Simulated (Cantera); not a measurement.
Cantera run, input and output.

```python
import numpy as np
import cantera as ct

gas = ct.Solution("h2o2.yaml")


def delay(T, t_max=10):
    gas.TPX = T, 1000000, {'H2': 1, 'O2': 0.676, 'N2': 2.3}
    reactor = ct.IdealGasConstPressureReactor(gas, clone=False)
    net = ct.ReactorNet([reactor])
    net.rtol, net.atol = 1e-8, 1e-16
    while net.time < t_max:
        t_old, T_old = net.time, reactor.T
        net.step()
        if reactor.T > T + 400:  # ignition: a rise of 400 K
            return t_old + (T + 400 - T_old) / (reactor.T - T_old) * (net.time - t_old)
    return np.nan


taus = []
for T in [1050, 1100, 1150, 1200, 1250, 1300]:
    taus.append(delay(T))
    print(f"T0 = {T:6g} K   tau = {taus[-1]:.4e} s")

# d ln(tau) / d ln(k), from doubling and halving each rate constant
T, sens = 1200, []
for i in range(gas.n_reactions):
    gas.set_multiplier(2.0, i)
    up = delay(T)
    gas.set_multiplier(0.5, i)
    down = delay(T)
    gas.set_multiplier(1.0, i)
    sens.append((np.log(up / down) / np.log(4.0), gas.reaction(i).equation))
sens.sort(key=lambda x: -abs(x[0]))
print(f"sensitivities at {T} K")
for s, eq in sens[:10]:
    print(f"{s:8.3f}  {eq}")
```

It prints:

```
T0 =   1050 K   tau = 3.0112e-03 s
T0 =   1100 K   tau = 9.5092e-04 s
T0 =   1150 K   tau = 2.8091e-04 s
T0 =   1200 K   tau = 6.2345e-05 s
T0 =   1250 K   tau = 1.0594e-05 s
T0 =   1300 K   tau = 4.7621e-06 s
sensitivities at 1200 K
  -2.720  H + O2 <=> O + OH
   1.644  H + O2 + N2 <=> HO2 + N2
   1.192  H + O2 + M <=> HO2 + M
   0.429  H + O2 + O2 <=> HO2 + O2
  -0.423  H + H2O2 <=> H2 + HO2
  -0.307  H + HO2 <=> 2 OH
  -0.215  2 OH (+M) <=> H2O2 (+M)
  -0.076  H2 + O <=> H + OH
   0.068  H + HO2 <=> H2 + O2
  -0.055  H2 + OH <=> H + H2O
```

Cantera simulation using the H2/O2 subset of GRI-Mech 3.0, which has no nitrogen chemistry; the numbers are that mechanism's predictions, not measurements. The hydrogen kinetics of GRI-Mech 3.0 are dated; newer H2 mechanisms differ, most at raised pressure.
